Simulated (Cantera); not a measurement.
Ignition delay

Mixture: CO : H2 : O2 : N2 = 1 : 0.48 : 1.54 : 5.8 (molar parts), at 8250 Torr, adiabatic and at constant volume. Ignition delay is the time to a rise of 400 K.

Model: GRI-Mech 3.0 (53 species, 325 reactions), integrated in Cantera. The hydrogen kinetics of GRI-Mech 3.0 are dated; newer H2 mechanisms differ, most at raised pressure. Where the delays flatten at high temperature, the 400 K rule measures the pace of heat release, not the induction time.

| T0 (K) | delay (ms) |
|---|---|
| 1300 | 0.00842 |
| 1350 | 0.00550 |
| 1400 | 0.00405 |
| 1450 | 0.00321 |
| 1500 | 0.00267 |
| 1550 | 0.00231 |

- apparent activation energy between 1450 and 1550 K: 62 kJ/mol
